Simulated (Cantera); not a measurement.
Ignition delay

Mixture: 4.76 % C3H8, 11.9 % O2, 83.3 % N2, at 3900000 Pa, adiabatic and at constant volume. Ignition delay is the time to a rise of 400 K.

Model: GRI-Mech 3.0 (53 species, 325 reactions), integrated in Cantera. GRI-Mech 3.0 was tuned for natural gas; its chemistry of propane as a main component is partial and can be far from experiment. The pressure lies above the range GRI-Mech 3.0 was tuned for (to about 10 atm).

```tsv
T0 (K)	delay (ms)
1025	19.0
1125	3.24
1225	0.598
1325	0.124
1425	0.0308
1525	0.00963
```

```
Quantity                                                 Value
--------------------------------------------------  ----------
apparent activation energy between 1325 and 1525 K  210 kJ/mol
```
